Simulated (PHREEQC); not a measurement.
Dissolve 21 mmol/kgw FeSO4, 0.22 mmol/kgw MgSO4, 56 mmol/kgw HCl and 0.33 mmol/kgw Na2SO4 at 25 °C. Closed to the air; pH follows from the charge balance.

Model: ion-association model, phreeqc.dat, run in PHREEQC.

```csv
quantity,before,after
pH,1.44,1.71
ionic strength (mol/kgw),0.104,0.0546
HSO4- (mol/kgw),0.0111,0.00466
SO4-2 (mol/kgw),0.00667,0.00443
```

Problem. Name the change that produced these shifts.
A. HCl replaced by CdCl2 at the same molality
B. Na2SO4 left out
C. FeSO4 from 0.021 to 0.0189 mol/kgw
D. diluted 2-fold with water
E. diluted 10-fold with water

Solution. D, diluted 2-fold with water

No solid was allowed to form.
